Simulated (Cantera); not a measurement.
An isothermal, constant-pressure homogeneous reactor starts with H2 : O2 : N2 = 0.005 : 0.16 : 4.4 (molar parts), equivalence ratio 0.016, at 1200 K and 0.0133 bar.

Computed with Cantera and the H2/O2 subset of GRI-Mech 3.0, which has no nitrogen chemistry. Radical loss at walls, strong at low pressure, is not modelled.

x: mole fraction; the columns are a selection and need not sum to one.

```tsv
t (s)	x H2	x O2	x H	x O	x OH
1.00e-6	0.00110	0.0350	<1e-12	<1e-12	<1e-12
5.55e-6	0.00110	0.0350	<1e-12	<1e-12	<1e-12
3.08e-5	0.00110	0.0350	1.07e-12	<1e-12	<1e-12
0.000171	0.00110	0.0350	5.62e-12	<1e-12	<1e-12
0.000949	0.00110	0.0350	2.42e-11	1.04e-11	9.85e-12
0.00527	0.00110	0.0350	9.67e-11	1.93e-10	1.52e-10
0.0292	0.00110	0.0350	?	2.41e-8	1.63e-8
0.162	1.65e-5	0.0341	?	0.000785	8.73e-5
0.901	8.78e-6	0.0342	?	0.000558	6.69e-5
5.00	2.26e-6	0.0344	?	0.000138	3.40e-5
```

Problem. Complete the blanks.

Solution. 
- 0.0292, x H: 7.40e-9
- 0.162, x H: 0.000128
- 0.901, x H: 6.91e-5
- 5.00, x H: 8.66e-6
